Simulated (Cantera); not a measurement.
Equilibrium for boron, boron nitride and boron oxide: B + NH₃

Charge: 1 mol B, a varied amount of NH₃, equilibrated at 1525 K and 1.00 bar.

Equilibrium computed with Cantera from the NASA thermochemical tables; the gas is ideal and each condensed phase is pure. Candidate condensed phases: B, BN; 15 gas species. Mutual solubility and eutectic melting of coexisting phases are not modelled. The tables' values for BH₂ are old estimates; treat these amounts as uncertain. Rates play no part.

From 0.26 mol NH₃ to 0.84 mol NH₃ the condensed part is B(s) + BN(s). From 1.2 mol NH₃ to 28 mol NH₃ the condensed part is BN(s).

| n(NH₃) (mol) | x H₂ | x N₂ | x H | x NH₃ | x BH₂ | x BH₃ | x NH₂ | n B(s) | n BN(s) |
|---|---|---|---|---|---|---|---|---|---|
| 0.26 | 1.000 | 1.05e-8 | 2.37e-5 | 5.89e-9 | 1.28e-5 | 6.90e-6 | <1e-12 | 0.740 | 0.260 |
| 0.39 | 1.000 | 1.05e-8 | 2.37e-5 | 5.89e-9 | 1.28e-5 | 6.90e-6 | <1e-12 | 0.610 | 0.390 |
| 0.57 | 1.000 | 1.05e-8 | 2.37e-5 | 5.89e-9 | 1.28e-5 | 6.90e-6 | <1e-12 | 0.430 | 0.570 |
| 0.84 | 1.000 | 1.05e-8 | 2.37e-5 | 5.89e-9 | 1.28e-5 | 6.90e-6 | <1e-12 | 0.160 | 0.840 |
| 1.2 | 0.947 | 0.0526 | 2.30e-5 | 1.22e-5 | 5.40e-9 | 2.84e-9 | 8.07e-10 | 0 | 1.00 |
| 1.8 | 0.871 | 0.129 | 2.21e-5 | 1.68e-5 | 3.17e-9 | 1.60e-9 | 1.16e-9 | 0 | 1.00 |
| 2.7 | 0.826 | 0.173 | 2.15e-5 | 1.80e-5 | 2.59e-9 | 1.28e-9 | 1.28e-9 | 0 | 1.00 |
| 4 | 0.800 | 0.200 | 2.12e-5 | 1.84e-5 | 2.34e-9 | 1.13e-9 | 1.33e-9 | 0 | 1.00 |
| 5.9 | 0.783 | 0.217 | 2.09e-5 | 1.86e-5 | 2.20e-9 | 1.05e-9 | 1.35e-9 | 0 | 1.00 |
| 8.7 | 0.772 | 0.228 | 2.08e-5 | 1.86e-5 | 2.11e-9 | 1.01e-9 | 1.37e-9 | 0 | 1.00 |
| 13 | 0.765 | 0.235 | 2.07e-5 | 1.87e-5 | 2.06e-9 | 9.76e-10 | 1.38e-9 | 0 | 1.00 |
| 19 | 0.760 | 0.240 | 2.06e-5 | 1.87e-5 | 2.03e-9 | 9.57e-10 | 1.38e-9 | 0 | 1.00 |
| 28 | 0.757 | 0.243 | 2.06e-5 | 1.87e-5 | 2.01e-9 | 9.45e-10 | 1.39e-9 | 0 | 1.00 |
x: gas mole fraction; n: condensed amount in mol.
